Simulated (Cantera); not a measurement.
What does this Cantera script print?

```python
import numpy as np
import cantera as ct

gas_names = """
    B BH BH2 BH3 BN BO BO2 B2 B2O B2O2 B2O3 B3O3H3 H HBO HBO2 HNO HNO2 HNO3 HO2 H2 H2O H2O2 H3B3O6 N NH
    NH2 NH3 NH2OH NO NO2 NO3 N2 N2H2 N2H4 N2O O OH O2 O3
""".split()
cond_names = """
    B(b) B(L) BN(s) B2O3(L) B3O3H3(cr) H2O(s) H2O(L)
""".split()


# ... load() reads the species with a 1 bar reference pressure and builds the phases ...
atoms = {
    'borazine': {'B': 3, 'N': 3, 'H': 6},
    'NH3': {'N': 1, 'H': 3},
    'H2O': {'H': 2, 'O': 1},
}
top_T = {'BN(s)': 3200}  # K; cautious upper limits of use, not melting points


# ... equilibrate(T, P, feed) seeds the gas with the atoms and calls Mixture.equilibrate('TP', solver="vcs", rtol=1e-11, max_steps=5000) ...
results = []
feed = {'borazine': 1, 'NH3': 13, 'H2O': 0.08}  # mol
P = 100000  # Pa
for T in [1348, 1448, 1548, 1648, 1748, 1848, 1948]:
    mix = equilibrate(T, P, feed)
    results.append((T, P, feed, dict(zip(mix.species_names, mix.species_moles))))
    x = sorted(zip(gas.X, gas.species_names), reverse=True)
    print(f"T = {T:g} K  P = {P:g} Pa  gas = {mix.phase_moles(0):.4g} mol")
    print("   x: " + "  ".join(f"{s} {v:.3e}" for v, s in x if v > 1e-05))
    print("   condensed (mol): " + ("  ".join(f"{mix.phase(i).name} {mix.phase_moles(i):.4g}"
          for i in range(1, mix.n_phases) if mix.phase_moles(i) > 1e-12) or "none"))
```

It prints:

```
T = 1348 K  P = 100000 Pa  gas = 29.08 mol
   x: H2 7.738e-01  N2 2.236e-01  H2O 2.473e-03  HBO2 1.340e-04  NH3 3.317e-05
   condensed (mol): BN(s) 2.996
T = 1448 K  P = 100000 Pa  gas = 29.09 mol
   x: H2 7.739e-01  N2 2.236e-01  H2O 2.116e-03  HBO2 2.940e-04  HBO 4.202e-05  NH3 2.345e-05
   condensed (mol): BN(s) 2.99
T = 1548 K  P = 100000 Pa  gas = 29.1 mol
   x: H2 7.740e-01  N2 2.237e-01  H2O 1.648e-03  HBO2 4.630e-04  HBO 1.584e-04  H 2.709e-05  NH3 1.734e-05
   condensed (mol): BN(s) 2.982
T = 1648 K  P = 100000 Pa  gas = 29.11 mol
   x: H2 7.739e-01  N2 2.238e-01  H2O 1.172e-03  HBO2 5.411e-04  HBO 4.494e-04  H 7.834e-05  B2O3 1.335e-05  NH3 1.329e-05
   condensed (mol): BN(s) 2.97
T = 1748 K  P = 100000 Pa  gas = 29.13 mol
   x: H2 7.736e-01  N2 2.239e-01  HBO 9.812e-04  H2O 7.541e-04  HBO2 4.688e-04  H 2.010e-04  B2O3 1.935e-05  NH3 1.051e-05
   condensed (mol): BN(s) 2.956
T = 1848 K  P = 100000 Pa  gas = 29.15 mol
   x: H2 7.731e-01  N2 2.240e-01  HBO 1.648e-03  H 4.662e-04  H2O 4.270e-04  HBO2 2.902e-04  BO 1.681e-05  B2O3 1.589e-05  B2O2 1.225e-05
   condensed (mol): BN(s) 2.941
T = 1948 K  P = 100000 Pa  gas = 29.16 mol
   x: H2 7.723e-01  N2 2.241e-01  HBO 2.171e-03  H 9.931e-04  H2O 2.124e-04  HBO2 1.293e-04  BO 4.259e-05  B2O2 1.799e-05
   condensed (mol): BN(s) 2.93
```

Equilibrium computed with Cantera from the NASA thermochemical tables; the gas is ideal and each condensed phase is pure. The feed counts by its element totals alone. Gases not in the tables: H3BO3.
